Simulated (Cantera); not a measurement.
Input: 1 mol PbO, 31 mol H2, at 750 °C and 1 atm.

These are equilibrium values from Cantera (NASA tables, ideal gas, pure condensed phases), not measurements of a reactor. Candidate condensed phases: H2O, Pb, PbO, PbO2, Pb3O4; 12 gas species. The numbers say what is thermodynamically allowed, not how fast it happens.

**Question.** What is the equilibrium state?

**Answer.** 
```
Property                               Result
----------------------------------  ---------
x(H2)                                   0.968
x(H2O)                                 0.0323
x(Pb)                                 2.63e-5
n(Pb(l))                            0.999 mol
gas amount                          31.00 mol
log10 activity of PbO2(s) (absent)     -18.71
```
